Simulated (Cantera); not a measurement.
Feed: 1 mol CS₂, 0.068 mol O₂, equilibrated at 7.30 bar.

Cantera equilibrium calculation (NASA polynomials, part measured and part estimated; ideal gas, pure solids and liquids). Candidate condensed phases: C, S; 22 gas species. The numbers say what is thermodynamically allowed, not how fast it happens. All values below are at 2275 °C.

Base state: CS₂ 0.505, S₂ 0.195, CS 0.183, CO 0.107, S 0.00873, COS 0.000934 (mole fractions); condensed: gas only.

Task: What changes in the equilibrium state with this change: O₂ from 0.068 to 0.02 mol?

Result: 
```json
[
 {"species": "CS₂", "before": "0.505", "after": "0.570"},
 {"species": "CS", "before": "0.183", "after": "0.230"},
 {"species": "S₂", "before": "0.195", "after": "0.158"},
 {"species": "CO", "before": "0.107", "after": "0.0336"},
 {"species": "COS", "before": "0.000934", "after": "0.000263"},
 {"species": "S", "before": "0.00873", "after": "0.00785"},
 {"species": "C(graphite), mol", "before": "0", "after": "0.0150"}
]
```
